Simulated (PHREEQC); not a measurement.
Solution (25 °C): 0.002 mol HF, 0.00015 mol H2SiF6, 0.17 mol H3BO3 and 0.0057 mol H2SO4 per kg of water. Closed to the air; pH follows from the charge balance.

Model: ion-association model, phreeqc.dat, run in PHREEQC.

Each row changes one thing in this solution. No solid was allowed to form.

```tsv
case	pH	ionic strength (mol/kgw)	SO4-2 (mol/kgw)	HSO4- (mol/kgw)	HF (mol/kgw)	F- (mol/kgw)	SI of Quartz (SiO2)
as made	2.05	0.0135	0.00352	0.00218	0.000772	6.47e-5	+0.16
HF from 0.002 to 0.02 mol/kgw	1.89	0.0174	0.00308	0.00262	0.00161	9.63e-5	+0.15
H2SO4 replaced by ZnSO4 at the same molality	3.06	___	0.00397	0.000232	0.000365	0.000318	+0.16
H2SiF6 replaced by Na2SiF6 at the same molality	2.06	0.0135	0.00355	___	0.000766	6.60e-5	+0.16
H3BO3 left out	2.06	0.0132	0.00356	0.00214	0.00238	0.000207	-0.02
diluted 2-fold with water	2.31	0.00739	0.00209	0.000762	0.000590	8.84e-5	-0.14
H2SiF6 from 0.00015 to 7.5e-05 mol/kgw	2.05	0.0134	0.00353	0.00217	0.000721	6.11e-5	-0.14
H2SO4 from 0.0057 to 0.00855 mol/kgw	1.91	0.0186	0.00470	0.00385	0.000838	5.18e-5	+0.16
```

Task: Fill in the missing entries.

Result: 
- H2SO4 replaced by ZnSO4 at the same molality, ionic strength (mol/kgw): 0.0177
- H2SiF6 replaced by Na2SiF6 at the same molality, HSO4- (mol/kgw): 0.00215

Some of these states are supersaturated (in Quartz (slow to form), for instance). SiF6-2 is the database's only silicon fluoride. Real BF4- forms and hydrolyses slowly; the run takes it at equilibrium.
